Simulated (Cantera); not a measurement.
An isothermal, constant-pressure homogeneous reactor starts with CO : O₂ : H₂O : N₂ = 0.0011 : 0.0057 : 0.0019 : 1 (molar parts), at 973 K and 0.120 bar. Integrator tolerance rtol = 1e-08.

Cantera simulation using GRI-Mech 3.0 (53 species, 325 reactions); the numbers are that mechanism's predictions, not measurements.

Question: What does this change do: pressure from 0.120 bar to 1.80 bar?

Answer: 
```tsv
quantity	before	after
x(CO) at 10.0 s	6.07e-6 (gas-phase equilibrium 1.05e-12)	0.000625 (gas-phase equilibrium <1e-12)
x(O₂) at 10.0 s	0.00511 (gas-phase equilibrium 0.00511)	0.00542 (gas-phase equilibrium 0.00511)
x(H₂O) at 10.0 s	0.00188 (gas-phase equilibrium 0.00188)	0.00188 (gas-phase equilibrium 0.00188)
x(O) at 10.0 s	2.37e-7 (gas-phase equilibrium 1.40e-11)	2.36e-8 (gas-phase equilibrium 3.63e-12)
x(H₂) at 10.0 s	8.30e-8 (gas-phase equilibrium 2.93e-12)	1.72e-6 (gas-phase equilibrium <1e-12)
```
